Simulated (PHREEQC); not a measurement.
0.1 mol of Fluorite (CaF2) is brought to equilibrium with 1 kg of water holding 0.003 mol/kgw NaCl, at 50 °C, the pH being set by adding NaOH or HCl. O2 is buffered at 0.21 atm. No CO2 enters from the air. Solids allowed: Fluorite. Others were left out.

Equilibrium calculation in PHREEQC: ion-association model, phreeqc.dat.

```csv
pH,dissolved Ca (mol/kgw),dissolved F (mol/kgw),CaOH+ (mol/kgw)
5,0.000257,0.000514,3.48e-12
5.44,0.000255,0.000509,9.50e-12
5.88,0.000254,0.000508,2.61e-11
6.31,0.000253,0.000507,7.01e-11
6.75,0.000253,0.000507,1.93e-10
7.19,0.000253,0.000507,5.31e-10
7.62,0.000253,0.000507,1.43e-9
8.06,0.000253,0.000507,3.94e-9
8.5,0.000253,0.000507,1.08e-8
8.94,0.000253,0.000507,2.99e-8
9.38,0.000254,0.000508,8.22e-8
9.81,0.000255,0.000510,2.21e-7
10.25,0.000258,0.000516,6.05e-7
10.69,0.000265,0.000529,1.64e-6
11.12,0.000280,0.000560,4.31e-6
11.56,0.000311,0.000621,1.13e-5
12,0.000368,0.000736,2.90e-5
```

Constants without temperature data keep their 25 °C values here.
